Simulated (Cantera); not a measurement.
An isothermal, constant-pressure homogeneous reactor starts with NH3 : N2 = 1 : 28 (molar parts), at 1325 K and 0.385 atm. Integrator tolerance rtol = 1e-08.

Model: the gas-phase N/H chemistry of the illustrative SiF4/NH3 mechanism in the Surface Chemkin manual (1991), integrated in Cantera. Walls and surfaces, which speed up NH3 decomposition in real reactors, are not modelled.

**Question.** What does this change do: temperature 1325 to 2000 K?

**Answer.** 
```
quantity                                             before                                      after
-----------------  ----------------------------------------  -----------------------------------------
x(NH3) at 50.0 s     0.0325 (gas-phase equilibrium 4.69e-7)    9.55e-8 (gas-phase equilibrium 8.43e-8)
x(N2H2) at 50.0 s    6.67e-9 (gas-phase equilibrium <1e-12)      <1e-12 (gas-phase equilibrium <1e-12)
x(N) at 50.0 s      3.99e-10 (gas-phase equilibrium <1e-12)    1.59e-9 (gas-phase equilibrium 1.40e-9)
x(H2) at 50.0 s      0.00286 (gas-phase equilibrium 0.0500)      0.0497 (gas-phase equilibrium 0.0497)
x(H) at 50.0 s      1.07e-7 (gas-phase equilibrium 5.89e-7)  0.000584 (gas-phase equilibrium 0.000584)
x(NH2) at 50.0 s   2.25e-6 (gas-phase equilibrium 1.03e-11)    3.27e-9 (gas-phase equilibrium 2.88e-9)
```

**Question.** What does this change do: N2 28 to 250 parts?

**Answer.** 
```
quantity                                             before                                     after
-----------------  ----------------------------------------  ----------------------------------------
x(NH3) at 50.0 s     0.0325 (gas-phase equilibrium 4.69e-7)   0.00369 (gas-phase equilibrium 1.97e-8)
x(N2H2) at 50.0 s    6.67e-9 (gas-phase equilibrium <1e-12)   8.20e-10 (gas-phase equilibrium <1e-12)
x(N) at 50.0 s      3.99e-10 (gas-phase equilibrium <1e-12)   4.36e-10 (gas-phase equilibrium <1e-12)
x(H2) at 50.0 s      0.00286 (gas-phase equilibrium 0.0500)  0.000443 (gas-phase equilibrium 0.00595)
x(H) at 50.0 s      1.07e-7 (gas-phase equilibrium 5.89e-7)   4.46e-8 (gas-phase equilibrium 2.03e-7)
x(NH2) at 50.0 s   2.25e-6 (gas-phase equilibrium 1.03e-11)  6.81e-7 (gas-phase equilibrium 1.26e-12)
```
